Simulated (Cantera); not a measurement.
A Cantera script and its output.

```python
import numpy as np
import cantera as ct

gas = ct.Solution("gri30.yaml")
gas.TPX = 1675, 140000, {'CO': 1, 'H2': 0.045, 'O2': 0.78, 'N2': 2.93, 'H2O': 0.1}
reactor = ct.IdealGasConstPressureReactor(gas, energy="on", clone=False)
net = ct.ReactorNet([reactor])
net.rtol, net.atol = 1e-08, 1e-16
show = ['CO', 'H2', 'O2', 'NO', 'OH', 'N2O', 'H2O']
times = np.geomspace(1e-06, 4, 15)

steps = ct.SolutionArray(gas, extra=["t"])
rows = []
print(f"{'t/s':>10s}{'T/K':>9s}{'P/Pa':>11s}" + "".join(f"{s:>11s}" for s in show))
for t in times:
    while net.time < t:
        t_next = net.step()
        steps.append(gas.state, t=t_next)
    rows.append([np.interp(t, steps.t, y) for y in (steps.T, steps.P, *steps(*show).X.T)])
    print(f"{t:10.3e}{rows[-1][0]:9.1f}{rows[-1][1]:11.4g}" + "".join(f"{x:11.3e}" for x in rows[-1][2:]))
rate = np.gradient(steps.T, steps.t)
print("integrator steps:", len(steps.t))
if steps.T.max() > steps.T[0] + 200:
    print(f"time of steepest temperature rise: {steps.t[rate.argmax()]:.4e} s")
gas.TPX = 1675, 140000, {'CO': 1, 'H2': 0.045, 'O2': 0.78, 'N2': 2.93, 'H2O': 0.1}
gas.equilibrate("HP")
print(f"equilibrium (HP): T = {gas.T:.1f} K  " + "  ".join(f"{s} {gas[s].X[0]:.3e}" for s in show))
```

Result:

```
       t/s      T/K       P/Pa         CO         H2         O2         NO         OH        N2O        H2O
 1.000e-06   1675.0    1.4e+05  2.060e-01  9.269e-03  1.607e-01  3.645e-14  1.419e-07  1.643e-12  2.060e-02
 2.962e-06   1675.0    1.4e+05  2.060e-01  9.267e-03  1.607e-01  4.429e-13  1.154e-06  1.120e-11  2.060e-02
 8.773e-06   1675.1    1.4e+05  2.059e-01  9.208e-03  1.606e-01  1.985e-11  3.733e-05  3.353e-10  2.062e-02
 2.599e-05   1738.9    1.4e+05  1.760e-01  1.461e-03  1.326e-01  1.157e-06  4.654e-03  2.742e-07  2.275e-02
 7.697e-05   2158.6    1.4e+05  9.896e-02  2.701e-03  8.895e-02  7.951e-05  1.022e-02  4.201e-07  1.657e-02
 2.280e-04   2511.7    1.4e+05  7.753e-02  1.896e-03  8.496e-02  6.106e-04  1.117e-02  5.916e-07  2.183e-02
 6.752e-04   2714.3    1.4e+05  5.923e-02  1.326e-03  7.826e-02  3.702e-03  1.023e-02  8.686e-07  2.464e-02
 2.000e-03   2725.2    1.4e+05  5.692e-02  1.273e-03  7.416e-02  1.096e-02  9.826e-03  9.509e-07  2.507e-02
 5.924e-03   2719.6    1.4e+05  5.651e-02  1.271e-03  7.138e-02  1.668e-02  9.599e-03  1.021e-06  2.522e-02
 1.755e-02   2719.0    1.4e+05  5.647e-02  1.271e-03  7.109e-02  1.726e-02  9.576e-03  1.030e-06  2.524e-02
 5.197e-02   2719.0    1.4e+05  5.647e-02  1.271e-03  7.109e-02  1.726e-02  9.576e-03  1.030e-06  2.524e-02
 1.539e-01   2719.0    1.4e+05  5.647e-02  1.271e-03  7.109e-02  1.726e-02  9.576e-03  1.030e-06  2.524e-02
 4.559e-01   2719.0    1.4e+05  5.647e-02  1.271e-03  7.109e-02  1.726e-02  9.576e-03  1.030e-06  2.524e-02
 1.350e+00   2719.0    1.4e+05  5.647e-02  1.271e-03  7.109e-02  1.726e-02  9.576e-03  1.030e-06  2.524e-02
 4.000e+00   2719.0    1.4e+05  5.647e-02  1.271e-03  7.109e-02  1.726e-02  9.576e-03  1.030e-06  2.524e-02
integrator steps: 1333
time of steepest temperature rise: 3.5462e-05 s
equilibrium (HP): T = 2719.0 K  CO 5.647e-02  H2 1.271e-03  O2 7.109e-02  NO 1.726e-02  OH 9.576e-03  N2O 1.030e-06  H2O 2.524e-02
```

Detailed kinetics in Cantera: GRI-Mech 3.0 (53 species, 325 reactions).
